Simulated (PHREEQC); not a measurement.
Make-up at 25 °C: 10 mmol/kgw CuCl2 and 0.11 mmol/kgw HBF4. Closed to the air; pH follows from the charge balance.

The numbers come from PHREEQC with the ion-association model, phreeqc.dat.

This is a speciation only: nothing precipitates in the calculation.

Order these F species by the share of F that they hold, largest first: HF, CuF+, F-.

F- (68 %), HF (25 %), CuF+ (6.5 %)

The pH is 3.54 and the ionic strength 0.0297 mol/kgw. Complexes and solids missing from the database can't appear. Real BF4- forms and hydrolyses slowly; the run takes it at equilibrium.
